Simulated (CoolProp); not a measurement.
The fluid at 415.92 K and 1.43 MPa expands adiabatically to 0.333 MPa with isentropic efficiency 0.85. The same conditions are run with several fluids, on thermodynamics alone (safety and materials aside).

The numbers come from the reference Helmholtz-energy equation of state of each fluid (R11: Jacobsen 1992; C3F8 (R218): Lemmon 2006; CF4 (R14): Platzer 1990; vinyl chloride: Thol 2022; R134a: Tillner-Roth 1994) in CoolProp. The equations of Platzer and Polt are older, rougher fits.

```
fluid           work (kJ/kg)  final temperature (K)  final density (kg/m³)
--------------  ------------  ---------------------  ---------------------
R11                     25.1                  357.9                      …
C3F8 (R218)             20.7                  388.2                   19.9
CF4 (R14)               44.3                  358.6                   9.88
vinyl chloride          57.7                      …                      …
R134a                   37.1                  370.6                   11.4
```

Some entries are withheld; supply them.


- R11, final density (kg/m³): 16.4
- vinyl chloride, final temperature (K): 347.0
- vinyl chloride, final density (kg/m³): 7.50
